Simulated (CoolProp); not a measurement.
Vapour-liquid equilibrium of cyclohexane (1) + n-nonane (2) at 334 K; x and y are mole fractions of (1).

Model: multi-fluid Helmholtz-energy mixture model, Zhou 2014 and Lemmon 2006; pair parameters Bell 2016, in CoolProp.

| x | bubble pressure (kPa) | y at the bubble point | dew pressure at overall composition x (kPa) | liquid density (mol/L) |
|---|---|---|---|---|
| 0.05 | 6.868 | 0.424 | 4.347 | 5.455 |
| 0.2 | 14.21 | 0.761 | 5.098 | 5.814 |
| 0.35 | 21.09 | 0.866 | 6.160 | 6.220 |
| 0.5 | 28.09 | 0.922 | 7.775 | 6.681 |
| 0.65 | 35.44 | 0.956 | 10.52 | 7.208 |
| 0.8 | 43.13 | 0.980 | 16.16 | 7.816 |
| 0.95 | 50.92 | 0.996 | 33.79 | 8.523 |

No azeotrope shows between x = 0.05 and 0.95.

The pair parameters rest on a limited set of measurements; away from them the model extrapolates. The gap from Raoult's law changes sign with composition, which may be real or a fault of the pair parameters; it wasn't checked against measurements.
